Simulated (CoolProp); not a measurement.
Vapour-liquid equilibrium of CH2F2 (R32) (1) + propane (2) at 301 K; x and y are mole fractions of (1).

Values from CoolProp's multi-fluid Helmholtz-energy mixture model, Tillner-Roth 1997 and Lemmon 2009; pair parameters Bell 2016.

```json
[
 {"x": "0.05", "bubble pressure, mixture model (MPa)": "1.294", "bubble pressure, Raoult's law (MPa)": "1.063", "y, mixture model": "0.203", "y, Raoult's law": "0.086"},
 {"x": "0.125", "bubble pressure, mixture model (MPa)": "1.596", "bubble pressure, Raoult's law (MPa)": "1.123", "y, mixture model": "0.359", "y, Raoult's law": "0.203"},
 {"x": "0.2", "bubble pressure, mixture model (MPa)": "1.804", "bubble pressure, Raoult's law (MPa)": "1.183", "y, mixture model": "0.445", "y, Raoult's law": "0.308"},
 {"x": "0.275", "bubble pressure, mixture model (MPa)": "1.948", "bubble pressure, Raoult's law (MPa)": "1.243", "y, mixture model": "0.500", "y, Raoult's law": "0.403"},
 {"x": "0.35", "bubble pressure, mixture model (MPa)": "2.049", "bubble pressure, Raoult's law (MPa)": "1.303", "y, mixture model": "0.541", "y, Raoult's law": "0.490"},
 {"x": "0.425", "bubble pressure, mixture model (MPa)": "2.120", "bubble pressure, Raoult's law (MPa)": "1.363", "y, mixture model": "0.574", "y, Raoult's law": "0.568"},
 {"x": "0.5", "bubble pressure, mixture model (MPa)": "2.170", "bubble pressure, Raoult's law (MPa)": "1.423", "y, mixture model": "0.604", "y, Raoult's law": "0.640"},
 {"x": "0.575", "bubble pressure, mixture model (MPa)": "2.203", "bubble pressure, Raoult's law (MPa)": "1.483", "y, mixture model": "0.633", "y, Raoult's law": "0.707"},
 {"x": "0.65", "bubble pressure, mixture model (MPa)": "2.218", "bubble pressure, Raoult's law (MPa)": "1.543", "y, mixture model": "0.664", "y, Raoult's law": "0.768"},
 {"x": "0.725", "bubble pressure, mixture model (MPa)": "2.215", "bubble pressure, Raoult's law (MPa)": "1.603", "y, mixture model": "0.700", "y, Raoult's law": "0.824"},
 {"x": "0.8", "bubble pressure, mixture model (MPa)": "2.184", "bubble pressure, Raoult's law (MPa)": "1.662", "y, mixture model": "0.745", "y, Raoult's law": "0.877"},
 {"x": "0.875", "bubble pressure, mixture model (MPa)": "2.112", "bubble pressure, Raoult's law (MPa)": "1.722", "y, mixture model": "0.807", "y, Raoult's law": "0.926"},
 {"x": "0.95", "bubble pressure, mixture model (MPa)": "1.973", "bubble pressure, Raoult's law (MPa)": "1.782", "y, mixture model": "0.902", "y, Raoult's law": "0.971"}
]
```

The largest gap from Raoult's law is +57.3 % in bubble pressure, at x = 0.35. y crosses x between x = 0.65 and 0.725: the model has an azeotrope there.

The pair parameters rest on a limited set of measurements; away from them the model extrapolates. With so large a gap from Raoult's law the liquid may split in two, which this calculation doesn't test in full.
